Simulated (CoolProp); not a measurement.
Vapour pressure (MPa) of chlorine: the reference equation beside estimates from Tc = 416.9 K, pc = 7.642 MPa, ω = 0.070.

Model: reference Helmholtz-energy equation of state, Thol 2021, in CoolProp.

```json
[
 {"T (K)": "239.4", "reference": "0.1022", "Lee-Kesler": "0.1049", "van der Waals": "0.5131", "Soave-Redlich-Kwong": "0.1044"},
 {"T (K)": "253.4", "reference": "0.1821", "Lee-Kesler": "___", "van der Waals": "0.7155", "Soave-Redlich-Kwong": "0.1845"},
 {"T (K)": "267.4", "reference": "0.3035", "Lee-Kesler": "0.3064", "van der Waals": "0.9661", "Soave-Redlich-Kwong": "0.3056"},
 {"T (K)": "281.5", "reference": "0.4798", "Lee-Kesler": "0.4816", "van der Waals": "___", "Soave-Redlich-Kwong": "0.4808"},
 {"T (K)": "295.5", "reference": "0.7215", "Lee-Kesler": "0.7205", "van der Waals": "1.633", "Soave-Redlich-Kwong": "0.7208"},
 {"T (K)": "309.5", "reference": "1.043", "Lee-Kesler": "1.037", "van der Waals": "2.055", "Soave-Redlich-Kwong": "1.040"},
 {"T (K)": "323.6", "reference": "1.461", "Lee-Kesler": "1.447", "van der Waals": "2.545", "Soave-Redlich-Kwong": "1.455"},
 {"T (K)": "337.6", "reference": "1.982", "Lee-Kesler": "1.958", "van der Waals": "3.100", "Soave-Redlich-Kwong": "___"},
 {"T (K)": "351.6", "reference": "2.624", "Lee-Kesler": "___", "van der Waals": "3.725", "Soave-Redlich-Kwong": "2.617"},
 {"T (K)": "365.7", "reference": "3.406", "Lee-Kesler": "3.355", "van der Waals": "4.429", "Soave-Redlich-Kwong": "3.401"},
 {"T (K)": "379.7", "reference": "4.329", "Lee-Kesler": "4.272", "van der Waals": "5.203", "Soave-Redlich-Kwong": "4.331"}
]
```

Q: Complete the blanks.

A: 
- 253.4, Lee-Kesler: 0.1852
- 281.5, van der Waals: 1.272
- 337.6, Soave-Redlich-Kwong: 1.975
- 351.6, Lee-Kesler: 2.587

Absolute difference from the reference over all 11 rows, mean and median: Lee-Kesler 1.2 and 1.2 %, van der Waals 138.6 and 97.0 %, Soave-Redlich-Kwong 0.5 and 0.3 %.
